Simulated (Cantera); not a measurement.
A Cantera script and what it prints.

```python
import numpy as np
import cantera as ct

gas_names = """
    H H2 N NH NH2 NH3 N2 N2H2 N2H4 Si SiH SiH2 SiH3 SiH4 SiN Si2 Si2N Si3
""".split()
cond_names = """
    Si(cr) Si(L) Si3N4(a)
""".split()


# ... load() reads the species with a 1 bar reference pressure and builds the phases ...
atoms = {
    'Si3H8': {'Si': 3, 'H': 8},
    'N2': {'N': 2},
}
top_T = {'Si3N4(a)': 2400}  # K; cautious upper limits of use, not melting points


# ... equilibrate(T, P, feed) seeds the gas with the atoms and calls Mixture.equilibrate('TP', solver="vcs", rtol=1e-11, max_steps=5000) ...
results = []
feed = {'Si3H8': 1, 'N2': 19}  # mol
for P in [100, 300, 880, 2600, 7700, 23000, 68000, 200000]:
    for T in [923, 1023, 1123, 1223, 1323, 1423, 1523, 1623, 1723, 1823]:
        mix = equilibrate(T, P, feed)
        results.append((T, P, feed, dict(zip(mix.species_names, mix.species_moles))))

for T, P, feed, n in results:
    print(f"{T:7g} {P:10.4g}  " + (" + ".join(c for c in cond_names if n.get(c, 0) > 1e-12) or "gas only"))
```

It prints:

```
    923        100  Si3N4(a)
   1023        100  Si3N4(a)
   1123        100  Si3N4(a)
   1223        100  Si3N4(a)
   1323        100  Si3N4(a)
   1423        100  Si3N4(a)
   1523        100  Si3N4(a)
   1623        100  Si3N4(a)
   1723        100  Si(L)
   1823        100  Si(L)
    923        300  Si3N4(a)
   1023        300  Si3N4(a)
   1123        300  Si3N4(a)
   1223        300  Si3N4(a)
   1323        300  Si3N4(a)
   1423        300  Si3N4(a)
   1523        300  Si3N4(a)
   1623        300  Si3N4(a)
   1723        300  Si3N4(a)
   1823        300  Si(L)
    923        880  Si3N4(a)
   1023        880  Si3N4(a)
   1123        880  Si3N4(a)
   1223        880  Si3N4(a)
   1323        880  Si3N4(a)
   1423        880  Si3N4(a)
   1523        880  Si3N4(a)
   1623        880  Si3N4(a)
   1723        880  Si3N4(a)
   1823        880  Si(L)
    923       2600  Si3N4(a)
   1023       2600  Si3N4(a)
   1123       2600  Si3N4(a)
   1223       2600  Si3N4(a)
   1323       2600  Si3N4(a)
   1423       2600  Si3N4(a)
   1523       2600  Si3N4(a)
   1623       2600  Si3N4(a)
   1723       2600  Si3N4(a)
   1823       2600  Si3N4(a)
    923       7700  Si3N4(a)
   1023       7700  Si3N4(a)
   1123       7700  Si3N4(a)
   1223       7700  Si3N4(a)
   1323       7700  Si3N4(a)
   1423       7700  Si3N4(a)
   1523       7700  Si3N4(a)
   1623       7700  Si3N4(a)
   1723       7700  Si3N4(a)
   1823       7700  Si3N4(a)
    923    2.3e+04  Si3N4(a)
   1023    2.3e+04  Si3N4(a)
   1123    2.3e+04  Si3N4(a)
   1223    2.3e+04  Si3N4(a)
   1323    2.3e+04  Si3N4(a)
   1423    2.3e+04  Si3N4(a)
   1523    2.3e+04  Si3N4(a)
   1623    2.3e+04  Si3N4(a)
   1723    2.3e+04  Si3N4(a)
   1823    2.3e+04  Si3N4(a)
    923    6.8e+04  Si3N4(a)
   1023    6.8e+04  Si3N4(a)
   1123    6.8e+04  Si3N4(a)
   1223    6.8e+04  Si3N4(a)
   1323    6.8e+04  Si3N4(a)
   1423    6.8e+04  Si3N4(a)
   1523    6.8e+04  Si3N4(a)
   1623    6.8e+04  Si3N4(a)
   1723    6.8e+04  Si3N4(a)
   1823    6.8e+04  Si3N4(a)
    923      2e+05  Si3N4(a)
   1023      2e+05  Si3N4(a)
   1123      2e+05  Si3N4(a)
   1223      2e+05  Si3N4(a)
   1323      2e+05  Si3N4(a)
   1423      2e+05  Si3N4(a)
   1523      2e+05  Si3N4(a)
   1623      2e+05  Si3N4(a)
   1723      2e+05  Si3N4(a)
   1823      2e+05  Si3N4(a)
```

Method: chemical equilibrium by Gibbs-energy minimisation in Cantera with the NASA 1993 tables (ideal gas, pure condensed phases). The feed counts by its element totals alone. N2 is the only nitrogen source here; it is nearly inert below about 1500 K, so the nitride shown seldom forms there in practice.
